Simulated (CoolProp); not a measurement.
Vapour-liquid equilibrium of CH2F2 (R32) (1) + R142b (2) at 297.6 K; x and y are mole fractions of (1).

Values from CoolProp's multi-fluid Helmholtz-energy mixture model, Tillner-Roth 1997 and Lemmon 2006; pair parameters Bell 2016.

```
x     bubble pressure (MPa)  y at the bubble point  dew pressure at overall composition x (MPa)  liquid density (mol/L)
----  ---------------------  ---------------------  -------------------------------------------  ----------------------
0.05                 0.4034                  0.200                                       0.3475                   11.31
0.15                 0.5505                  0.452                                       0.3828                   11.80
0.25                 0.6984                  0.601                                       0.4261                   12.33
0.35                 0.8422                  0.699                                       0.4800                   12.91
0.45                 0.9792                  0.768                                       0.5490                   13.53
0.55                  1.109                  0.820                                       0.6400                   14.21
0.65                  1.233                  0.864                                       0.7644                   14.96
0.75                  1.354                  0.903                                       0.9409                   15.80
0.85                  1.475                  0.940                                        1.192                   16.77
0.95                  1.600                  0.979                                        1.507                   17.89
```

No azeotrope shows between x = 0.05 and 0.95.

The pair parameters rest on a limited set of measurements; away from them the model extrapolates.
